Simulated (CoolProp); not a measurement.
A simple Rankine cycle with ethylbenzene: condensing at 327.15 K, boiler at 1.63 MPa, turbine inlet 559.9 K, turbine efficiency 0.65, pump efficiency 0.6, no recuperator. Each further row changes one setting.

Values from CoolProp's reference Helmholtz-energy equation of state, Zhou 2012.

```tsv
case	thermal efficiency (%)	net work (kJ/kg)	heat in (kJ/kg)	turbine exit temperature (K)	volume ratio over the turbine
as stated	17.5	[?]	740	470.4	340
turbine inlet 579.9 K	[?]	137	790	492.9	322
condensing temperature 319.15 K	18.3	138	755	[?]	[?]
boiler pressure 1.14 MPa	[?]	127	759	481.8	212
turbine efficiency 0.55	[?]	109	740	[?]	348
```

Complete the blanks.


- as stated, net work (kJ/kg): 130
- turbine inlet 579.9 K, thermal efficiency (%): 17.3
- condensing temperature 319.15 K, turbine exit temperature (K): 465.9
- condensing temperature 319.15 K, volume ratio over the turbine: 491
- boiler pressure 1.14 MPa, thermal efficiency (%): 16.7
- turbine efficiency 0.55, thermal efficiency (%): 14.8
- turbine efficiency 0.55, turbine exit temperature (K): 481.3
